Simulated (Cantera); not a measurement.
Input: 1 mol CuO, 4.6 mol H₂, 3.2 mol N₂, at 900 Torr.

Method: chemical equilibrium by Gibbs-energy minimisation in Cantera with the NASA 1993 tables (ideal gas, pure condensed phases). Candidate condensed phases: Cu, CuO, Cu(OH)₂, Cu₂O, H₂O; 27 gas species. The numbers say what is thermodynamically allowed, not how fast it happens. All values below are at 823 K.

Base state: H₂ 0.461, N₂ 0.410, H₂O 0.128, NH₃ 0.000574 (mole fractions); condensed: Cu(s).

Question: What changes in the equilibrium state with this change: CuO replaced by V₂O₃?

Answer: 
```json
[
 {"species": "H₂", "before": "0.461", "after": "0.587"},
 {"species": "N₂", "before": "0.410", "after": "0.410"},
 {"species": "H₂O", "before": "0.128", "after": "0.00264"},
 {"species": "NH₃", "before": "0.000574", "after": "0.000824"},
 {"species": "Cu(s), mol", "before": "1.00", "after": "0"},
 {"species": "VN(s), mol", "before": "0", "after": "0.0137"},
 {"species": "V₂O₃(s), mol", "before": "0", "after": "0.993"}
]
```
VN: taken at fixed stoichiometry. Condensed phases not in the tables: the oxides between V₂O₃ and V₂O₅ other than VO₂, V₂N. Further candidate phases: V, VN, VO, V₂O₃, V₂O₄, V₂O₅.
